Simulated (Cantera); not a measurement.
Input: 1 mol CF4, 0.28 mol H2, at 575 °C and 10.0 Torr.

Equilibrium computed with Cantera from the NASA thermochemical tables; the gas is ideal and each condensed phase is pure. Candidate condensed phases: C, C6H6, C7H8, C8H18; 95 gas species. Condensed phases not in the tables: fluorocarbon polymer. Gases not in the tables: C2F6 and larger saturated fluorocarbons. Equilibrium is a limit: real reactors are often held back by kinetics, nucleation or transport.

Base state: CF4 0.606, HF 0.394 (mole fractions); condensed: C(graphite).

Problem. What changes in the equilibrium state with this change: CF4 replaced by c-C4F8?

Solution. 
```tsv
species	before	after
CF4	0.606	0.769
HF	0.394	0.231
C(graphite), mol	0.140	2.14
```
The feed counts by its element totals alone.
